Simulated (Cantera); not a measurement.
**Thermodynamics of abatement and gas-phase synthesis, feed HF + SO2 + N2**

Charge: 1 mol HF, 0.12 mol SO2, 4.4 mol N2, equilibrated at 100 Torr.

These are equilibrium values from Cantera (NASA tables, ideal gas, pure condensed phases), not measurements of a reactor. Candidate condensed phases: H2O, H2SO4, S; 62 gas species. Equilibrium is a limit: real reactors are often held back by kinetics, nucleation or transport.

| T (K) | x N2 | x HF | x F | x H | x O | x SO2 | x S | x SO |
|---|---|---|---|---|---|---|---|---|
| 2425 | 0.793 | 0.179 | 0.00154 | 0.000478 | 0.000939 | 0.0166 | 0.000342 | 0.00467 |
| 2525 | 0.791 | 0.178 | 0.00242 | 0.000964 | 0.00180 | 0.0145 | 0.000696 | 0.00636 |
| 2625 | 0.788 | 0.176 | 0.00373 | 0.00181 | 0.00319 | 0.0120 | 0.00132 | 0.00813 |
| 2725 | 0.784 | 0.173 | 0.00563 | 0.00321 | 0.00529 | 0.00924 | 0.00233 | 0.00968 |
| 2825 | 0.779 | 0.169 | 0.00831 | 0.00538 | 0.00818 | 0.00657 | 0.00382 | 0.0106 |
| 2925 | 0.773 | 0.164 | 0.0120 | 0.00860 | 0.0118 | 0.00424 | 0.00583 | 0.0107 |
| 3025 | 0.766 | 0.158 | 0.0169 | 0.0131 | 0.0159 | 0.00246 | 0.00823 | 0.00987 |
| 3125 | 0.758 | 0.149 | 0.0233 | 0.0193 | 0.0201 | 0.00128 | 0.0108 | 0.00826 |
| 3225 | 0.749 | 0.139 | 0.0314 | 0.0272 | 0.0239 | 0.000599 | 0.0131 | 0.00634 |
| 3325 | 0.739 | 0.127 | 0.0412 | 0.0370 | 0.0271 | 0.000259 | 0.0151 | 0.00452 |
| 3425 | 0.728 | 0.113 | 0.0526 | 0.0485 | 0.0296 | 0.000106 | 0.0164 | 0.00306 |
x: gas mole fraction; nothing condenses.

From 2425 K to 3425 K nothing is condensed.
